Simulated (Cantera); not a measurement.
Cantera run, input and output.

```python
import numpy as np
import cantera as ct

gas = ct.Solution("h2o2.yaml")
gas.TPX = 1200, 340, {'H2': 0.0073, 'O2': 1}
reactor = ct.IdealGasConstPressureReactor(gas, energy="off", clone=False)
net = ct.ReactorNet([reactor])
net.rtol, net.atol = 1e-08, 1e-18
show = ['H2', 'O2', 'H2O2', 'H2O', 'OH']
times = np.geomspace(2e-06, 100, 13)

steps = ct.SolutionArray(gas, extra=["t"])
rows = []
print(f"{'t/s':>10s}{'T/K':>9s}{'P/Pa':>11s}" + "".join(f"{s:>11s}" for s in show))
for t in times:
    while net.time < t:
        t_next = net.step()
        steps.append(gas.state, t=t_next)
    rows.append([np.interp(t, steps.t, y) for y in (steps.T, steps.P, *steps(*show).X.T)])
    print(f"{t:10.3e}{rows[-1][0]:9.1f}{rows[-1][1]:11.4g}" + "".join(f"{x:11.3e}" for x in rows[-1][2:]))
rate = np.gradient(steps.T, steps.t)
print("integrator steps:", len(steps.t))
if steps.T.max() > steps.T[0] + 200:
    print(f"time of steepest temperature rise: {steps.t[rate.argmax()]:.4e} s")
gas.TPX = 1200, 340, {'H2': 0.0073, 'O2': 1}
gas.equilibrate("TP")
print(f"equilibrium (TP): T = {gas.T:.1f} K  " + "  ".join(f"{s} {gas[s].X[0]:.3e}" for s in show))
```

It prints:

```
       t/s      T/K       P/Pa         H2         O2       H2O2        H2O         OH
 2.000e-06   1200.0        340  7.247e-03  9.928e-01  5.120e-19  9.067e-18  2.069e-14
 8.762e-06   1200.0        340  7.247e-03  9.928e-01  9.748e-18  6.554e-16  3.884e-13
 3.839e-05   1200.0        340  7.247e-03  9.928e-01  1.861e-16  5.156e-14  6.967e-12
 1.682e-04   1200.0        340  7.247e-03  9.928e-01  3.566e-15  3.578e-12  1.043e-10
 7.368e-04   1200.0        340  7.247e-03  9.928e-01  6.821e-14  1.671e-10  9.731e-10
 3.228e-03   1200.0        340  7.247e-03  9.928e-01  1.291e-12  5.662e-09  7.761e-09
 1.414e-02   1200.0        340  7.246e-03  9.928e-01  2.351e-11  8.712e-07  5.778e-07
 6.196e-02   1200.0        340  8.840e-05  9.860e-01  5.827e-09  6.628e-03  7.551e-04
 2.714e-01   1200.0        340  2.174e-05  9.862e-01  3.485e-09  6.829e-03  5.710e-04
 1.189e+00   1200.0        340  1.736e-05  9.876e-01  3.412e-09  6.902e-03  5.106e-04
 5.210e+00   1200.0        340  7.945e-06  9.904e-01  3.021e-09  7.059e-03  3.460e-04
 2.283e+01   1200.0        340  1.341e-06  9.923e-01  1.731e-09  7.198e-03  1.425e-04
 1.000e+02   1200.0        340  1.196e-07  9.927e-01  4.159e-10  7.252e-03  4.264e-05
integrator steps: 1340
equilibrium (TP): T = 1200.0 K  H2 1.601e-09  O2 9.927e-01  H2O2 1.012e-11  H2O 7.271e-03  OH 4.944e-06
```

Detailed kinetics in Cantera: the H2/O2 subset of GRI-Mech 3.0, which has no nitrogen chemistry. Radical loss at walls, strong at low pressure, is not modelled.
